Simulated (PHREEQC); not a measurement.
A solution holds 0.0128 mol CaCl2, 0.024 mol Na2SO4 and 0.024 mol KBr per kg of water, at 15 °C. Closed to the air; pH follows from the charge balance.

All values are PHREEQC results (ion-association model, phreeqc.dat), not measurements.

No solid was allowed to form.

Q: Estimate the ionic strength.

A: ionic strength 0.115 mol/kgw.

Q: In which forms is Ca present?

A: Ca+2 72 %, CaSO4 28 % of the Ca.
